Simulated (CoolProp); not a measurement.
Cyclopentane at 298.15 K and 0.0226 MPa is compressed adiabatically to 0.0984 MPa with isentropic efficiency 0.85. Each further row changes one setting.

The numbers come from the reference Helmholtz-energy equation of state, Gedanitz 2015 in CoolProp.

| case | work (kJ/kg) | final temperature (K) | final density (kg/m³) |
|---|---|---|---|
| as stated | 64.6 | [?] | 2.44 |
| efficiency 1 | [?] | [?] | 2.49 |
| efficiency 0.65 | [?] | [?] | [?] |

Question: What belongs in the gaps?

Answer: 
- as stated, final temperature (K): 349.1
- efficiency 1, work (kJ/kg): 54.9
- efficiency 1, final temperature (K): 342.4
- efficiency 0.65, work (kJ/kg): 84.4
- efficiency 0.65, final temperature (K): 362.3
- efficiency 0.65, final density (kg/m³): 2.35
